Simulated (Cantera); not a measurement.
Input: 1 mol (CH3)2SiCl2, 0.78 mol HCl, 77 mol H2, at 0.0110 bar.

Cantera equilibrium calculation (NASA polynomials, part measured and part estimated; ideal gas, pure solids and liquids). Candidate condensed phases: C, C6H6, C7H8, C8H18, Si, SiC; 109 gas species. The feed counts by its element totals alone. Equilibrium is a limit: real reactors are often held back by kinetics, nucleation or transport. All values below are at 927 °C.

Base state: H2 0.966, HCl 0.0340, CH4 0.000162 (mole fractions); condensed: C(graphite) + SiC(s).

Question: What changes in the equilibrium state with this change: (CH3)2SiCl2 replaced by SiH2Cl2?

Answer: 
| species | before | after |
|---|---|---|
| H2 | 0.966 | 0.968 |
| HCl | 0.0340 | 0.0292 |
| SiCl2 | 4.76e-6 | 0.00207 |
| CH4 | 0.000162 | 0 |
| SiH2Cl2 | 3.48e-8 | 1.52e-5 |
| SiHCl3 | 3.44e-7 | 0.000129 |
| C(graphite), mol | 0.987 | 0 |
| SiC(s), mol | 1.000 | 0 |
| Si(s), mol | 0 | 0.797 |
The tables' values for SiCl3 are old estimates; treat these amounts as uncertain.
